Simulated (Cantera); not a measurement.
Cantera run, input and output.

```python
import numpy as np
import cantera as ct

gas = ct.Solution("gri30.yaml")
gas.TPX = 500, 1000000, {'CH4': 1, 'C2H6': 0.047, 'O2': 1.55, 'N2': 5.81}
flame = ct.FreeFlame(gas, width=0.008)
flame.set_refine_criteria(ratio=3, slope=0.08, curve=0.16)
flame.transport_model = "mixture-averaged"
flame.solve(loglevel=0, auto=True)
flame.transport_model = "multicomponent"
flame.soret_enabled = True
flame.solve(loglevel=0, refine_grid=True)
z, T = flame.grid, flame.T
thick = (T[-1] - T[0]) / np.gradient(T, z).max()
show = ['CH4', 'C2H6', 'O2', 'H', 'CH2', 'CH3']
print(f"laminar burning velocity  {flame.velocity[0] * 100:.3f} cm/s")
print(f"burnt temperature         {T[-1]:.1f} K")
print(f"thermal thickness         {thick * 1e3:.4f} mm")
print(f"grid points               {len(z)}")
z0 = z[flame.heat_release_rate.argmax()]
print(f"{'z/mm':>9s}{'T/K':>9s}{'u/(m/s)':>9s}" + "".join(f"{s:>11s}" for s in show))
rows = []
for k in (-3, -2, -1.5, -1, -0.5, -0.25, 0, 0.25, 0.5, 1, 2, 4, 8):
    zz = z0 + k * thick
    rows.append([k * thick, np.interp(zz, z, T), np.interp(zz, z, flame.velocity),
                 *(np.interp(zz, z, flame.X[gas.species_index(s)]) for s in show)])
    print(f"{rows[-1][0] * 1e3:9.3f}{rows[-1][1]:9.1f}{rows[-1][2]:9.3f}" + "".join(f"{x:11.3e}" for x in rows[-1][3:]))
```

Result:

```
laminar burning velocity  19.999 cm/s
burnt temperature         2138.7 K
thermal thickness         0.1325 mm
grid points               136
     z/mm      T/K  u/(m/s)        CH4       C2H6         O2          H        CH2        CH3
   -0.397    500.9    0.201  1.186e-01  5.581e-03  1.840e-01  1.119e-17 -5.969e-19  6.281e-11
   -0.265    510.5    0.205  1.170e-01  5.568e-03  1.830e-01  5.326e-15  4.955e-18  9.525e-10
   -0.199    539.6    0.218  1.139e-01  5.541e-03  1.807e-01  2.277e-13  2.474e-17  5.989e-09
   -0.132    674.1    0.274  1.031e-01  5.331e-03  1.696e-01  1.540e-10  9.489e-15  1.726e-07
   -0.066   1150.6    0.478  7.029e-02  3.705e-03  1.209e-01  2.102e-06  2.246e-09  5.759e-05
   -0.033   1543.4    0.651  4.144e-02  1.905e-03  7.443e-02  4.635e-05  3.876e-07  5.837e-04
    0.000   1894.9    0.810  1.588e-02  3.671e-04  2.996e-02  3.246e-04  9.389e-06  1.496e-03
    0.033   2063.8    0.886  5.834e-03  3.910e-05  8.967e-03  5.858e-04  1.498e-05  1.062e-03
    0.066   2118.6    0.909  3.201e-03  8.072e-06  2.845e-03  5.466e-04  8.300e-06  5.823e-04
    0.132   2143.0    0.920  1.838e-03  1.345e-06  4.310e-04  3.849e-04  2.535e-06  2.461e-04
    0.265   2145.5    0.922  1.059e-03  2.918e-07  2.350e-05  3.080e-04  9.171e-07  1.121e-04
    0.530   2142.4    0.922  5.019e-04  6.003e-08  7.027e-07  2.995e-04  3.825e-07  4.981e-05
    1.060   2139.8    0.922  1.389e-04  4.493e-09  5.141e-07  2.990e-04  9.657e-08  1.340e-05
```

Computed with Cantera and GRI-Mech 3.0 (53 species, 325 reactions). Burning velocities carry a grid error of a few per cent, more on coarse grids.
